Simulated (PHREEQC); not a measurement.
PHREEQC input (ion-association model, wateq4f.dat):

```
SOLUTION_MASTER_SPECIES
  An  An-  0  An  62.0  # stands for a non-complexing anion
SOLUTION_SPECIES
  An- = An-
    -log_k 0
    -gamma 3.0 0
  PO4-3 + 3H+ = H3PO4  # constants of phreeqc.dat
    -log_k 21.721
    -delta_h -10.1 kJ
PHASES
  Fix_H+
    H+ = H+
    -log_k 0
SOLUTION 1
  temp 25
  units mmol/kgw
  pH 7 charge
  P 0.05
  Na 10.05
  S(6) 0.2
  Zn 0.2
  Cl 0.046
  Ca 0.023
  An 10
END
SELECTED_OUTPUT 1
  -reset false
  -pH true
  -pe true
  -ionic_strength true
  -water true
  -totals Ca Cl Na P S Zn S(-2) S(6)
  -molalities Hfo_wOH Hfo_wOH2+ Hfo_wO- Hfo_sOH Hfo_sOH2+ Hfo_sO- Hfo_sOZn+ Hfo_wOZn+ Hfo_sOHCa+2 Hfo_wOCa+
    Hfo_wH2PO4 Hfo_wHPO4- Hfo_wPO4-2 Hfo_wSO4- Hfo_wOHSO4-2
  -saturation_indices Gypsum Portlandite Hydroxyapatite Zn(OH)2-a Zn4(OH)6SO4 Zn5(OH)8Cl2 Zn3(PO4)2:4w Halite Mirabilite Goslarite
USER_PUNCH 1
  -headings sigma psi
  10 PUNCH EDL("sigma", "Hfo"), EDL("psi", "Hfo")
PRINT
  -reset false
USE solution 1
SURFACE 1
  Hfo_wOH 7.86517e-05 600 0.035
  Hfo_sOH 1.96629e-06
EQUILIBRIUM_PHASES 1
  Fix_H+ -3 HAn 10
    -force_equality true
  O2(g) -0.68 10
END
# ... the last block is repeated for the other 16 points of pH, with NaOH or the acid as the point needs
```

Selected output (columns that matter, 11 of 17 rows; pH added in front):

```
pH	mu	Ca	Na	P	S	Zn	si_Gypsum	si_Portlandite	si_Hydroxyapatite	si_Zn(OH)2-a	si_Zn4(OH)6SO4	si_Zn5(OH)8Cl2	si_Zn3(PO4)2:4w	si_Halite
3	0.011977	2.3e-05	0.01005	2.5099e-06	0.00018896	0.0002	-4.2152	-21.632	-38.462	-10.34	-29.924	-42.724	-18.138	-8.0148
4	0.010996	2.3e-05	0.01005	2.211e-06	0.00019335	0.00019999	-4.1679	-19.626	-31.449	-8.3346	-23.861	-34.693	-14.133	-8.0112
4.5	0.010923	2.3e-05	0.01005	2.347e-06	0.00019667	0.00019988	-4.1577	-18.626	-27.86	-7.3346	-20.851	-30.692	-12.075	-8.011
5.5	0.010889	2.2999e-05	0.01005	4.695e-06	0.00019973	0.00019811	-4.1498	-16.626	-19.983	-5.3385	-14.859	-22.712	-7.5018	-8.0108
6	0.01088	2.2999e-05	0.01005	7.1883e-06	0.00019993	0.00019603	-4.1491	-15.626	-16	-4.3432	-11.877	-18.735	-5.1945	-8.0108
7	0.010834	2.2999e-05	0.010094	1.4859e-05	0.00019999	0.0001646	-4.1477	-13.626	-8.7601	-2.4223	-6.1916	-11.13	-1.2703	-8.0087
8	0.010836	2.2999e-05	0.010177	2.2682e-05	0.00019999	0.00014854	-4.1482	-11.628	-3.3619	-0.5283	-0.6142	-3.6606	1.3501	-8.0053
8.5	0.010792	2.2998e-05	0.01029	2.409e-05	0.00019999	0.00014719	-4.1471	-10.629	-1.1982	0.2163	1.3668	-0.9375	1.6978	-8.0003
9.5	0.01078	2.292e-05	0.010492	3.0863e-05	0.0002	0.00015099	-4.1683	-8.6533	2.9974	0.6071	0.9329	-0.9829	-0.9194	-7.9917
10	0.01088	2.2438e-05	0.010602	4.0551e-05	0.0002	0.00015705	-4.2415	-7.7258	4.9028	0.6275	0.0136	-1.8816	-2.6797	-7.9875
11	0.011945	1.3547e-05	0.011702	4.9771e-05	0.0002	0.0001723	-4.8962	-6.3723	5.6996	0.5529	-2.2927	-4.2582	-6.8837	-7.9484
```

Along this series the solution becomes supersaturated in solids that the run did not let form, among them Hydroxyapatite, Zn(OH)2-a, Zn4(OH)6SO4, Zn3(PO4)2:4w. H3PO4, which wateq4f.dat lacks, is added to it with the constant of phreeqc.dat. The database has no phosphate complexes of Zn. The oxide is taken as insoluble; below pH 4 it would dissolve.
